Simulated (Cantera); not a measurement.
Ammonia decomposition in nitride growth gas

An isothermal, constant-pressure homogeneous reactor starts with NH3 : N2 = 1 : 1.5 (molar parts), at 1448 K and 69.0 Torr.

Computed with Cantera and the gas-phase N/H chemistry of the illustrative SiF4/NH3 mechanism in the Surface Chemkin manual (1991). Walls and surfaces, which speed up NH3 decomposition in real reactors, are not modelled.

| t (s) | x NH3 | x N2 | x N2H2 | x NH2 | x H2 |
|---|---|---|---|---|---|
| 0.000400 | 0.400 | 0.600 | <1e-12 | 7.20e-8 | 3.58e-8 |
| 0.00147 | 0.400 | 0.600 | 8.08e-12 | 2.67e-7 | 1.33e-7 |
| 0.00543 | 0.400 | 0.600 | 1.81e-10 | 9.83e-7 | 4.93e-7 |
| 0.0200 | 0.400 | 0.600 | 2.93e-9 | 3.62e-6 | 1.91e-6 |
| 0.0737 | 0.400 | 0.600 | 4.20e-8 | 1.32e-5 | 1.22e-5 |
| 0.271 | 0.400 | 0.600 | 2.56e-7 | 3.21e-5 | 0.000209 |
| 1.00 | 0.399 | 0.600 | 2.81e-7 | 3.35e-5 | 0.00138 |
| 3.68 | 0.395 | 0.600 | 2.74e-7 | 3.25e-5 | 0.00568 |
| 13.6 | 0.381 | 0.599 | 2.49e-7 | 3.04e-5 | 0.0206 |
| 50.0 | 0.338 | 0.596 | 1.87e-7 | 2.62e-5 | 0.0662 |
x: mole fraction; the columns are a selection and need not sum to one.

Equilibrium at this temperature and pressure: NH3 1.40e-6, N2 0.571, N2H2 <1e-12, NH2 1.38e-10, H2 0.429 (gas phase only).
